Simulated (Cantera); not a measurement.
What does this Cantera script print?

```python
import numpy as np
import cantera as ct

gas_names = """
    Ba BaF BaF2 BaOH BaO2H2 F FO FO2 F2 F2O H HF HOF HO2 H2 H2F2 H2O H2O2 H3F3 H4F4 H5F5 H6F6 H7F7 O OH
    O2 O3
""".split()
cond_names = """
    Ba(cr) Ba(L) BaF2(a) BaF2(b,c) BaF2(L) BaO(s) BaO(L) BaO2H2(s) BaO2H2(L) H2O(s) H2O(L)
""".split()


# ... load() reads the species with a 1 bar reference pressure and builds the phases ...
atoms = {
    'BaF2': {'Ba': 1, 'F': 2},
    'O2': {'O': 2},
    'H2': {'H': 2},
}
top_T = {}  # K; cautious upper limits of use, not melting points


# ... equilibrate(T, P, feed) seeds the gas with the atoms and calls Mixture.equilibrate('TP', solver="vcs", rtol=1e-11, max_steps=5000) ...
results = []
feed = {'BaF2': 1, 'O2': 0.15, 'H2': 0.1}  # mol
T = 1873  # K
P = 0.97  # Pa
mix = equilibrate(T, P, feed)
results.append((T, P, feed, dict(zip(mix.species_names, mix.species_moles))))
print(gas.report(threshold=1e-06))
for i in range(1, mix.n_phases):
    print(f"{mix.phase(i).name:16s} {mix.phase_moles(i):12.5e} mol")
```

Output:

```
       temperature   1873 K
          pressure   0.97 Pa
           density   8.6068e-06 kg/m^3
  mean mol. weight   138.18 kg/kmol
   phase of matter   gas

                          1 kg             1 kmol
                     ---------------   ---------------
          enthalpy       -3.7569e+06       -5.1912e+08  J
   internal energy       -3.8696e+06       -5.3469e+08  J
           entropy            3369.7        4.6562e+05  J/K
    Gibbs function       -1.0068e+07       -1.3912e+09  J
 heat capacity c_p            370.56             51203  J/K
 heat capacity c_v            310.38             42889  J/K

                      mass frac. Y      mole frac. X     chem. pot. / RT
                     ---------------   ---------------   ---------------
                Ba        0.00031002        0.00031194           -31.085
               BaF          0.085722          0.075772           -68.813
              BaF2           0.87525           0.68982           -106.54
              BaOH        0.00037708        0.00033761           -70.677
            BaO2H2        4.7557e-05        3.8353e-05           -110.27
                 F         9.688e-06        7.0463e-05           -37.727
                 H        8.1228e-05          0.011135           -18.332
                HF           0.01116          0.077077            -56.06
                H2        4.2124e-05         0.0028872           -36.664
               H2O          0.003337          0.025596           -57.924
                 O         0.0025907          0.022376           -21.259
                OH        0.00094318         0.0076632           -39.592
                O2          0.020127          0.086917           -42.519
     [  +14 minor]        5.7454e-09        2.4049e-08

Ba(L)             0.00000e+00 mol
BaF2(L)           0.00000e+00 mol
BaO(s)            0.00000e+00 mol
BaO2H2(L)         0.00000e+00 mol
```

Method: chemical equilibrium by Gibbs-energy minimisation in Cantera with the NASA 1993 tables (ideal gas, pure condensed phases).
